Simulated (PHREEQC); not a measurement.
NaOH is added in steps, without added water, to 1 kg of water holding 3.8 mmol/kgw Ni(NO3)2 and 9 mmol/kgw HCl, at 20 °C. Oxygen alone is held at its pressure in air (log pO2 = -0.68). CO2 from the air is kept out. Solids allowed: Ni(OH)2, Halite. Others were left out.

Base run: PHREEQC, ion-association model, wateq4f.dat. Each further column changes one thing. The table gives Ni+2 (mol/kgw).

```
NaOH added (mol)      base  diluted 10-fold with water  0.0021 mol/kgw LiBr added  Ni(NO3)2 from 0.0038 to 0.00076 mol/kgw  no solid may form
----------------  --------  --------------------------  -------------------------  ---------------------------------------  -----------------
0                  0.00375                    0.000379                    0.00374                                 0.000749            0.00375
0.0015             0.00375                     7.98e-5                    0.00374                                 0.000749            0.00375
0.00375            0.00375                    4.12e-13                    0.00374                                 0.000749            0.00375
0.00525            0.00375                    1.49e-13                    0.00374                                 0.000749            0.00375
0.0075             0.00375                    6.12e-14                    0.00374                                 0.000749            0.00375
0.009              0.00375                    4.05e-14                    0.00374                                 0.000748            0.00375
0.0105             0.00301                    2.91e-14                    0.00300                                  1.01e-5            0.00286
0.01275            0.00190                    1.96e-14                    0.00189                                 4.84e-13         (withheld)
0.01425            0.00116                  (withheld)                    0.00115                               (withheld)            0.00105
0.0165             4.94e-5                    1.18e-14                    4.92e-5                                 7.30e-14         (withheld)
0.018             1.37e-12                    1.01e-14                   1.42e-12                               (withheld)         (withheld)
```

Task: Complete the blanks.

Result: 
- 0.01275, no solid may form: 0.00173
- 0.01425, diluted 10-fold with water: 1.57e-14
- 0.01425, Ni(NO3)2 from 0.0038 to 0.00076 mol/kgw: 1.79e-13
- 0.0165, no solid may form: 0.000231
- 0.018, Ni(NO3)2 from 0.0038 to 0.00076 mol/kgw: 4.80e-14
- 0.018, no solid may form: 2.48e-5

The database's Ni(OH)2 is the aged solid; a fresh precipitate is more soluble. In at least one series the solution becomes supersaturated in solids that the run did not let form, among them Ni(OH)2.
